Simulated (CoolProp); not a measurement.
Oxygen along the isobar 6.13 MPa: Z from the reference equation and from simpler models built on Tc = 154.6 K, pc = 5.046 MPa, ω = 0.022; each cubic takes its own stable root.

The numbers come from the reference Helmholtz-energy equation of state, Schmidt 1985 in CoolProp.

```
T (K)          phase  reference
-----  -------------  ---------
125.5         liquid     0.1948
134.4         liquid     0.1943
143.4         liquid     0.1989
152.3         liquid     0.2161
161.3  supercritical     0.4044
170.2  supercritical     0.6032
179.2  supercritical     0.6934
188.2  supercritical     0.7526
197.1  supercritical     0.7954
206.1  supercritical     0.8289
```

### Question
How far does each simpler model (Soave-Redlich-Kwong, Peng-Robinson) lie from the reference over these 10 states: mean and median of the absolute difference, and the worst?

### Answer
- Soave-Redlich-Kwong: mean 3.5 %, median 1.8 %, worst +12.5 % at 152.3 K and 6.13 MPa
- Peng-Robinson: mean 4.2 %, median 3.8 %, worst -9.0 % at 125.5 K and 6.13 MPa
